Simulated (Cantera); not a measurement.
## (CH₃)₂SiCl₂ + H₂ (silicon carbide growth)

Feed: 1 mol (CH₃)₂SiCl₂, 420 mol H₂, held at 24.0 mbar.

Equilibrium computed with Cantera from the NASA thermochemical tables; the gas is ideal and each condensed phase is pure. Candidate condensed phases: C, C₆H₆, C₇H₈, C₈H₁₈, Si, SiC; 109 gas species. The feed counts by its element totals alone. The tables' values for SiCl are old estimates; treat these amounts as uncertain. Gases not in the tables: Si₂H₆ and higher silanes. Rates play no part.

```json
[
 {"T (K)": "2000", "log p H₂": "-1.63", "log p H": "-3.60", "log p HCl": "-3.95", "log p C₂H₂ (acetylene)": "-4.74", "log p Si": "-5.62", "log p Cl": "-6.06", "n C(graphite)": "0.401", "n SiC(s)": "0.944"},
 {"T (K)": "2100", "log p H₂": "-1.63", "log p H": "-3.32", "log p HCl": "-3.96", "log p C₂H₂ (acetylene)": "-4.47", "log p Si": "-4.98", "log p Cl": "-5.78", "n C(graphite)": "0", "n SiC(s)": "0.761"},
 {"T (K)": "2200", "log p H₂": "-1.64", "log p H": "-3.07", "log p HCl": "-3.97", "log p C₂H₂ (acetylene)": "-4.30", "log p Si": "-4.37", "log p Cl": "-5.54", "n C(graphite)": "0", "n SiC(s)": "0"},
 {"T (K)": "2300", "log p H₂": "-1.65", "log p H": "-2.84", "log p HCl": "-3.98", "log p C₂H₂ (acetylene)": "-4.30", "log p Si": "-4.34", "log p Cl": "-5.31", "n C(graphite)": "0", "n SiC(s)": "0"},
 {"T (K)": "2400", "log p H₂": "-1.67", "log p H": "-2.63", "log p HCl": "-4.00", "log p C₂H₂ (acetylene)": "-4.30", "log p Si": "-4.33", "log p Cl": "-5.11", "n C(graphite)": "0", "n SiC(s)": "0"},
 {"T (K)": "2500", "log p H₂": "-1.69", "log p H": "-2.45", "log p HCl": "-4.03", "log p C₂H₂ (acetylene)": "-4.31", "log p Si": "-4.33", "log p Cl": "-4.94", "n C(graphite)": "0", "n SiC(s)": "0"},
 {"T (K)": "2600", "log p H₂": "-1.73", "log p H": "-2.28", "log p HCl": "-4.08", "log p C₂H₂ (acetylene)": "-4.34", "log p Si": "-4.34", "log p Cl": "-4.78", "n C(graphite)": "0", "n SiC(s)": "0"}
]
```
log p: log10 of the partial pressure in bar; n: condensed amount in mol.

At 2000 K the condensed part is C(graphite) + SiC(s). At 2100 K the condensed part is SiC(s). From 2200 K to 2600 K nothing is condensed. The main Si-bearing gas is Si throughout.
